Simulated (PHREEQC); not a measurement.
**Copper plating or etch bath (model solution)**

Consider water at 25 °C with 0.09 mol/kgw CuSO4 and 0.012 mol/kgw HNO3. It is in equilibrium with CO2 at log p = -2 (atm). Otherwise closed; pH follows from the charge balance.

Equilibrium calculation in PHREEQC: ion-association model, wateq4f.dat.

```json
{
 "pH": "2.39",
 "ionic_strength": "0.197 mol/kgw",
 "total_alkalinity": "-12.0 meq/kg"
}
```

```
species     molality  activity   log γ
----------  --------  --------  ------
Cu+2          0.0498    0.0164  -0.483
SO4-2         0.0429    0.0126  -0.532
CuSO4         0.0402    0.0421   0.020
NO3-          0.0120   0.00835  -0.158
HSO4-        0.00687   0.00502  -0.137
H+           0.00513   0.00409  -0.098
CO2         0.000325  0.000340   0.020
CuHCO3+      4.05e-7   3.03e-7  -0.127
CuOH+        5.54e-8   3.99e-8  -0.143
HCO3-        4.94e-8   3.69e-8  -0.127
Cu2(OH)2+2   2.23e-9  6.95e-10  -0.507
```

Precipitation was switched off in this run.
